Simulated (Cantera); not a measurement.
An adiabatic, constant-pressure homogeneous reactor starts with CH₄ : O₂ : N₂ = 1 : 1.82 : 6.84 (molar parts), equivalence ratio 1.1, at 1450 K and 41000 Pa. Integrator tolerance rtol = 1e-08.

Detailed kinetics in Cantera: GRI-Mech 3.0 (53 species, 325 reactions).

**Question.** What does this change do: initial temperature 1450 to 1550 K?

**Answer.** 
```json
[
 {"quantity": "time of steepest temperature rise", "before": "4.02 ms", "after": "1.53 ms"},
 {"quantity": "temperature at 3.00 s", "before": "2669 K", "after": "2701 K"},
 {"quantity": "equilibrium temperature", "before": "2669 K", "after": "2701 K"},
 {"quantity": "x(CH₄) at 3.00 s", "before": "<1e-12 (gas-phase equilibrium <1e-12)", "after": "<1e-12 (gas-phase equilibrium <1e-12)"},
 {"quantity": "x(O₂) at 3.00 s", "before": "0.0137 (gas-phase equilibrium 0.0137)", "after": "0.0149 (gas-phase equilibrium 0.0149)"},
 {"quantity": "x(CO) at 3.00 s", "before": "0.0521 (gas-phase equilibrium 0.0521)", "after": "0.0543 (gas-phase equilibrium 0.0543)"},
 {"quantity": "x(CH₂CO) at 3.00 s", "before": "<1e-12 (gas-phase equilibrium <1e-12)", "after": "<1e-12 (gas-phase equilibrium <1e-12)"},
 {"quantity": "x(C₂H₂) at 3.00 s", "before": "<1e-12 (gas-phase equilibrium <1e-12)", "after": "<1e-12 (gas-phase equilibrium <1e-12)"}
]
```

**Question.** What does this change do: 0.31 parts H2O added?

**Answer.** 
```csv
quantity,before,after
time of steepest temperature rise,4.02 ms,4.34 ms
temperature at 3.00 s,2669 K,2640 K
equilibrium temperature,2669 K,2640 K
x(CH₄) at 3.00 s,<1e-12 (gas-phase equilibrium <1e-12),<1e-12 (gas-phase equilibrium <1e-12)
x(O₂) at 3.00 s,0.0137 (gas-phase equilibrium 0.0137),0.0132 (gas-phase equilibrium 0.0132)
x(CO) at 3.00 s,0.0521 (gas-phase equilibrium 0.0521),0.0479 (gas-phase equilibrium 0.0479)
x(CH₂CO) at 3.00 s,<1e-12 (gas-phase equilibrium <1e-12),<1e-12 (gas-phase equilibrium <1e-12)
x(C₂H₂) at 3.00 s,<1e-12 (gas-phase equilibrium <1e-12),<1e-12 (gas-phase equilibrium <1e-12)
```
